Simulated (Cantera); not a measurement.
Charge: 1 mol HBr, 1.7 mol H₂O, 0.71 mol H₂, at 2700 K and 2.10 bar.

These are equilibrium values from Cantera (NASA tables, ideal gas, pure condensed phases), not measurements of a reactor. Candidate condensed phases: Br₂, H₂O; 12 gas species. The numbers say what is thermodynamically allowed, not how fast it happens.

Base state: H₂O 0.454, H₂ 0.243, HBr 0.167, Br 0.106, H 0.0193, OH 0.00924, O 0.000468, O₂ 0.000353 (mole fractions); condensed: gas only.

### Question
What changes in the equilibrium state with this change: H₂O from 1.7 to 8.8 mol?

### Answer
```csv
species,before,after
H₂O,0.454,0.761
H₂,0.243,0.105
HBr,0.167,0.0459
OH,0.00924,0.0236
Br,0.106,0.0446
H,0.0193,0.0127
O₂,0.000353,0.00536
Br₂,0.000198,3.50e-5
O,0.000468,0.00182
```

### Question
What changes in the equilibrium state with this change: pressure from 2.10 bar to 9.40 mbar?

### Answer
```
species    before    after
-------  --------  -------
H          0.0193    0.270
H₂          0.243    0.213
H₂O         0.454    0.189
HBr         0.167   0.0177
O        0.000468   0.0499
O₂       0.000353   0.0180
OH        0.00924   0.0616
Br          0.106    0.181
Br₂      0.000198  2.56e-6
```
